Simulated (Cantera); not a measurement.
Charge: 1 mol trisilylamine, 1.2 mol NH3, equilibrated at 1950 K and 133 Pa.

Cantera equilibrium calculation (NASA polynomials, part measured and part estimated; ideal gas, pure solids and liquids). Candidate condensed phases: Si, Si3N4; 18 gas species. The feed counts by its element totals alone. The tables' values for SiN are old estimates; treat these amounts as uncertain. Gases not in the tables: Si2H6 and higher silanes. Kinetics and transport are ignored.

Base state: H2 0.809, N2 0.144, H 0.0282, Si 0.0179, SiH 0.000449, Si2 0.000164, Si2N 0.000100, SiN 7.28e-5 (mole fractions); condensed: Si(l).

Problem. What changes in the equilibrium state with this change: temperature from 1950 K to 850 K?

Solution. 
| species | before | after |
|---|---|---|
| H2 | 0.809 | 1.00 |
| N2 | 0.144 | <1e-9 |
| H | 0.0282 | <1e-9 |
| Si | 0.0179 | <1e-9 |
| SiH | 0.000449 | <1e-9 |
| Si2 | 0.000164 | <1e-9 |
| Si2N | 0.000100 | <1e-9 |
| SiN | 7.28e-5 | <1e-9 |
| Si(l), mol | 2.85 | 0 |
| Si(s), mol | 0 | 1.35 |
| Si3N4(s), mol | 0 | 0.550 |

Problem. What changes in the equilibrium state with this change: pressure from 133 Pa to 300 Pa?

Solution. 
```tsv
species	before	after
H2	0.809	0.827
N2	0.144	0.146
H	0.0282	0.0190
Si	0.0179	0.00794
Si2	0.000164	7.27e-5
Si3	3.60e-5	1.60e-5
SiN	7.28e-5	4.89e-5
Si(l), mol	2.85	2.93
```
